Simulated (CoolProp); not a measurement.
The fluid at 293.15 K and 0.612 MPa (stagnation) flows isentropically through a choked orifice. The same conditions are run with several fluids, on thermodynamics alone (safety and materials aside).

Model: reference Helmholtz-energy equation of state of each fluid (R1132(E): Akasaka 2024; CF4 (R14): Platzer 1990; R13: Platzer 1990; C2F6 (R116): Lemmon 2006; oxygen: Schmidt 1985), in CoolProp. The equations of Platzer and Polt are older, rougher fits.

Q: Rank R1132(E), CF4 (R14), R13, C2F6 (R116), oxygen by throat to inlet pressure ratio, highest first.

A: C2F6 (R116) (0.594), R13 (0.579), R1132(E) (0.576), CF4 (R14) (0.572), oxygen (0.528)

| fluid | mass flux (kg/(m² s)) | throat temperature (K) |
|---|---|---|
| R1132(E) | 2080 | 269.2 |
| CF4 (R14) | 2380 | 270.1 |
| R13 | 2620 | 271.9 |
| C2F6 (R116) | 2950 | 279.9 |
| oxygen | 1520 | 244.3 |
